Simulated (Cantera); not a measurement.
Feed: 1 mol Si3H8, 2.1 mol HCl, 58 mol H2, at 1675 K and 3.30 mbar.

These are equilibrium values from Cantera (NASA tables, ideal gas, pure condensed phases), not measurements of a reactor. Candidate condensed phases: Si; 19 gas species. The feed counts by its element totals alone. The tables' values for SiCl are old estimates; treat these amounts as uncertain. Gases not in the tables: Si2H6 and higher silanes. The numbers say what is thermodynamically allowed, not how fast it happens.

Base state: H2 0.968, HCl 0.0271, SiCl2 0.00275, H 0.00199, Si 0.000132, Cl 4.35e-5, SiCl 4.00e-5, SiH 1.25e-5 (mole fractions); condensed: Si(s).

Q: What changes in the equilibrium state with this change: H2 from 58 to 280 mol?

A: 
| species | before | after |
|---|---|---|
| H2 | 0.968 | 0.991 |
| HCl | 0.0271 | 0.00696 |
| H | 0.00199 | 0.00201 |
| SiCl2 | 0.00275 | 0.000176 |
| Cl | 4.35e-5 | 1.10e-5 |
| SiCl | 4.00e-5 | 1.01e-5 |
| Si(s), mol | 2.81 | 2.90 |

Q: What changes in the equilibrium state with this change: Si3H8 replaced by SiHCl3?

A: 
```tsv
species	before	after
H2	0.968	0.928
HCl	0.0271	0.0567
SiCl2	0.00275	0.0125
SiCl3	3.97e-6	3.86e-5
Cl	4.35e-5	9.29e-5
SiCl	4.00e-5	8.54e-5
Si(s), mol	2.81	0.205
```
The tables' values for SiCl, SiCl3 are old estimates; treat these amounts as uncertain.

Q: What changes in the equilibrium state with this change: Si3H8 replaced by SiCl4?

A: 
```csv
species,before,after
H2,0.968,0.916
HCl,0.0271,0.0662
SiCl2,0.00275,0.0158
SiCl3,3.97e-6,5.72e-5
Cl,4.35e-5,0.000109
SiCl,4.00e-5,9.18e-5
SiH2,1.09e-5,9.43e-6
"Si(s), mol",2.81,0
```
The tables' values for SiCl, SiCl3 are old estimates; treat these amounts as uncertain.
